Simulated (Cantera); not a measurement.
**Hydrocarbon pyrolysis for carbon deposition**

An isothermal, constant-pressure homogeneous reactor starts with 0.552 % C₂H₆, 99.4 % N₂, at 1050 K and 0.0133 bar.

Cantera simulation using GRI-Mech 3.0 (53 species, 325 reactions); the numbers are that mechanism's predictions, not measurements. GRI-Mech 3.0 stops at C3 and has no aromatics, soot or wall deposition, so with more carbon than oxygen in the feed, carbon stays in small species such as C2H2 where larger ones or solid carbon would form. Radical loss at walls, strong at low pressure, is not modelled.

| t (s) | x C₂H₆ | x H₂ | x H | x CH₄ | x CH₂ | x C₂H₄ | x C₂H₂ |
|---|---|---|---|---|---|---|---|
| 0.000800 | 0.00552 | 1.09e-12 | 3.05e-12 | 2.63e-11 | <1e-12 | 3.53e-12 | <1e-12 |
| 0.00229 | 0.00552 | 3.78e-11 | 3.86e-11 | 2.15e-10 | <1e-12 | 7.47e-11 | <1e-12 |
| 0.00658 | 0.00552 | 1.21e-9 | 4.04e-10 | 1.76e-9 | <1e-12 | 1.61e-9 | <1e-12 |
| 0.0188 | 0.00552 | 3.18e-8 | 3.55e-9 | 1.41e-8 | <1e-12 | 3.53e-8 | <1e-12 |
| 0.0540 | 0.00552 | 7.38e-7 | 2.76e-8 | 1.08e-7 | 1.83e-12 | 7.67e-7 | 6.29e-12 |
| 0.155 | 0.00551 | 1.33e-5 | 1.46e-7 | 7.53e-7 | 2.02e-11 | 1.35e-5 | 1.78e-9 |
| 0.444 | 0.00540 | 0.000114 | 3.06e-7 | 5.32e-6 | 1.03e-10 | 0.000116 | 1.37e-7 |
| 1.27 | 0.00497 | 0.000522 | 3.93e-7 | 2.91e-5 | 1.69e-10 | 0.000530 | 3.11e-6 |
| 3.65 | 0.00375 | 0.00169 | 4.67e-7 | 0.000107 | 1.55e-10 | 0.00166 | 3.62e-5 |
| 10.5 | 0.00137 | 0.00413 | 6.10e-7 | 0.000303 | 9.15e-11 | 0.00366 | 0.000307 |
| 30.0 | 0.000106 | 0.00615 | 3.37e-7 | 0.000427 | 7.89e-12 | 0.00398 | 0.00119 |
x: mole fraction; the columns are a selection and need not sum to one.

Equilibrium at this temperature and pressure: C₂H₆ 3.76e-9, H₂ 0.0103, H 7.19e-9, CH₄ 0.000381, CH₂ <1e-12, C₂H₄ 2.31e-5, C₂H₂ 0.000956 (gas phase only).
